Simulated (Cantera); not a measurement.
Stirred combustor or abatement burner

A perfectly stirred reactor is fed with 6.17 % CH₃OH, 19.7 % O₂, 74.0 % N₂, 0.148 % H₂, equivalence ratio 0.47, at 4.93 atm; it is adiabatic with a 325 K inlet, and is followed from long to short residence time, starting on the burning branch (τ in s: 0.35, 0.1, 0.029, 0.0083, 0.0024, 0.00069, 0.0002, 5.7e-05, 1.6e-05).

Cantera simulation using GRI-Mech 3.0 (53 species, 325 reactions); the numbers are that mechanism's predictions, not measurements. GRI-Mech 3.0 was tuned for natural gas; its chemistry of methanol as a main component is partial and can be far from experiment.

```
τ (s)    T (K)   x CH₃OH   x O₂    x N₂O     x HCN   x CH₂CO
-------  -----  --------  -----  -------  --------  --------
0.35      1509   3.29e-6  0.101  4.42e-7  1.37e-12    <1e-12
0.10      1507   9.23e-6  0.101  7.59e-7  2.31e-12  3.68e-12
0.029     1501   2.75e-5  0.101  1.20e-6  4.04e-12  2.62e-11
0.0083    1476  0.000109  0.103  1.47e-6  5.27e-12  2.95e-10
0.0024     325    0.0617  0.197   <1e-12    <1e-12    <1e-12
0.00069    325    0.0617  0.197   <1e-12    <1e-12    <1e-12
0.00020    325    0.0617  0.197   <1e-12    <1e-12    <1e-12
5.7e-5     325    0.0617  0.197   <1e-12    <1e-12    <1e-12
1.6e-5     325    0.0617  0.197   <1e-12    <1e-12    <1e-12
```
x: mole fraction; the columns are a selection and need not sum to one.
